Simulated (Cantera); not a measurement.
What does this Cantera script print?

```python
import numpy as np
import cantera as ct

gas = ct.Solution("SiF4_NH3_mec.yaml", "gas")
gas.TPX = 2173, 1900, {'NH3': 1, 'H2': 0.12}
reactor = ct.IdealGasConstPressureReactor(gas, energy="off", clone=False)
net = ct.ReactorNet([reactor])
net.rtol, net.atol = 1e-08, 1e-18
show = ['NH3', 'H2', 'N2H4', 'N', 'NH']
times = np.geomspace(0.0002, 10, 13)

steps = ct.SolutionArray(gas, extra=["t"])
rows = []
print(f"{'t/s':>10s}{'T/K':>9s}{'P/Pa':>11s}" + "".join(f"{s:>11s}" for s in show))
for t in times:
    while net.time < t:
        t_next = net.step()
        steps.append(gas.state, t=t_next)
    rows.append([np.interp(t, steps.t, y) for y in (steps.T, steps.P, *steps(*show).X.T)])
    print(f"{t:10.3e}{rows[-1][0]:9.1f}{rows[-1][1]:11.4g}" + "".join(f"{x:11.3e}" for x in rows[-1][2:]))
rate = np.gradient(steps.T, steps.t)
print("integrator steps:", len(steps.t))
if steps.T.max() > steps.T[0] + 200:
    print(f"time of steepest temperature rise: {steps.t[rate.argmax()]:.4e} s")
gas.TPX = 2173, 1900, {'NH3': 1, 'H2': 0.12}
gas.equilibrate("TP")
print(f"equilibrium (TP): T = {gas.T:.1f} K  " + "  ".join(f"{s} {gas[s].X[0]:.3e}" for s in show))
```

It prints:

```
       t/s      T/K       P/Pa        NH3         H2       N2H4          N         NH
 2.000e-04   2173.0       1900  8.923e-01  1.073e-01  3.591e-10  4.077e-09  8.888e-07
 4.927e-04   2173.0       1900  8.914e-01  1.076e-01  2.138e-09  7.772e-08  5.835e-06
 1.214e-03   2173.0       1900  8.889e-01  1.086e-01  1.070e-08  6.571e-07  2.547e-05
 2.991e-03   2173.0       1900  8.803e-01  1.143e-01  2.310e-08  1.649e-06  4.904e-05
 7.368e-03   2173.0       1900  8.568e-01  1.316e-01  2.299e-08  1.941e-06  5.232e-05
 1.815e-02   2173.0       1900  8.023e-01  1.718e-01  2.019e-08  2.337e-06  5.423e-05
 4.472e-02   2173.0       1900  6.868e-01  2.569e-01  1.546e-08  2.977e-06  5.591e-05
 1.102e-01   2173.0       1900  4.844e-01  4.060e-01  9.152e-09  3.710e-06  5.408e-05
 2.714e-01   2173.0       1900  2.348e-01  5.898e-01  3.301e-09  4.222e-06  4.460e-05
 6.687e-01   2173.0       1900  5.636e-02  7.208e-01  4.593e-10  4.280e-06  2.746e-05
 1.648e+00   2173.0       1900  1.308e-03  7.570e-01  3.284e-12  5.102e-06  8.742e-06
 4.059e+00   2173.0       1900  1.625e-06  7.400e-01  8.085e-17  4.192e-07  1.777e-07
 1.000e+01   2173.0       1900  2.128e-07  7.375e-01  1.702e-18  7.444e-08  2.850e-08
integrator steps: 1767
equilibrium (TP): T = 2173.0 K  NH3 8.942e-08  H2 7.375e-01  N2H4 3.082e-19  N 3.130e-08  NH 1.198e-08
```

Model: the gas-phase N/H chemistry of the illustrative SiF4/NH3 mechanism in the Surface Chemkin manual (1991), integrated in Cantera. Walls and surfaces, which speed up NH3 decomposition in real reactors, are not modelled.
